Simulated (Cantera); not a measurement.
# SiO2 + Si + N2 (sublimation and decomposition of ceramics)

Feed: 1 mol SiO2, 0.046 mol Si, 6.7 mol N2, equilibrated at 910 Pa.

These are equilibrium values from Cantera (NASA tables, ideal gas, pure condensed phases), not measurements of a reactor. Candidate condensed phases: Si, SiO2, Si2N2O, Si3N4; 16 gas species. N2 is the only nitrogen source here; it is nearly inert below about 1500 K, so the nitride shown seldom forms there in practice. Mutual solubility and eutectic melting of coexisting phases are not modelled. The tables hold silica as quartz up to 1696 K and as liquid above; real silica turns to tridymite and cristobalite and melts near 1996 K. Equilibrium is a limit: real reactors are often held back by kinetics, nucleation or transport.

```tsv
T (K)	x N2	x SiO	x SiO2	x Si	x NO	x SiN	n SiO2(β-quartz)	n Si2N2O(s)	n SiO2(condensed)
1425	1.000	0.000141	1.93e-11	1.93e-11	1.92e-12	3.30e-12	0.984	0.0304	0
1475	0.999	0.000592	1.05e-10	1.73e-10	5.71e-12	2.36e-11	0.983	0.0293	0
1525	0.998	0.00226	5.11e-10	1.34e-9	1.58e-11	1.48e-10	0.980	0.0256	0
1575	0.992	0.00794	2.24e-9	9.15e-9	4.09e-11	8.23e-10	0.967	0.0128	0
1625	0.986	0.0135	8.97e-9	1.53e-8	1.89e-10	1.14e-9	0.954	0	0
1675	0.986	0.0135	3.30e-8	9.16e-9	1.32e-9	5.71e-10	0.954	0	0
1725	0.986	0.0135	1.11e-7	5.70e-9	8.16e-9	3.01e-10	0	0	0.954
```
x: gas mole fraction; n: condensed amount in mol.

From 1425 K to 1575 K the condensed part is SiO2(β-quartz) + Si2N2O(s). From 1625 K to 1675 K the condensed part is SiO2(β-quartz). At 1725 K the condensed part is SiO2(condensed). The main Si-bearing gas is SiO throughout.
